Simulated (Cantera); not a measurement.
A closed system holds: 1 mol CF4, 2.6 mol H2, equilibrated at 3573 K and 0.590 bar.

Method: chemical equilibrium by Gibbs-energy minimisation in Cantera with the NASA 1993 tables (ideal gas, pure condensed phases). Kinetics and transport are ignored.

| species | before | after |
|---|---|---|
| HF | 0.663 | 0.860 |
| H2 | 0.0381 | 0.117 |
| H | 0.177 | 0.0207 |
| C3 | 0.0372 | 7.38e-6 |
| CF | 0.0106 | 2.30e-5 |
| F | 0.0455 | 0.000458 |
| C4 | 0.000381 | 8.05e-9 |
| C5 | 0.00167 | 4.04e-8 |
| C2 | 0.00559 | 6.99e-7 |
| C | 0.00626 | 1.92e-6 |
| CH | 0.000191 | 4.38e-7 |
| C2H | 0.00853 | 3.89e-5 |
| C(graphite), mol | 0 | 0.978 |
Gas species are given as mole fractions.

Name the change that produced these shifts.
A) CF4 replaced by CHF3
B) temperature from 3573 K to 848 K
C) H2 from 2.6 to 3.2 mol
D) temperature from 3573 K to 2648 K

D, temperature from 3573 K to 2648 K
